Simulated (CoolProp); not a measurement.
The numbers come from the reference Helmholtz-energy equation of state, Lemmon 2006 in CoolProp. It is a short technical equation, of lower accuracy than the large ones.

Problem. For toluene, give the phase and the cv (kJ/(kg K)), speed of sound (m/s) at 506.2 K and 105 kPa; 187.5 K and 180 kPa; 614.2 K and 23.7 kPa.

Solution. 
- 506.2 K and 105 kPa: gas; cv 1.79, speed of sound 216
- 187.5 K and 180 kPa: liquid; cv 1.03, speed of sound 1840
- 614.2 K and 23.7 kPa: gas; cv 2.08, speed of sound 240
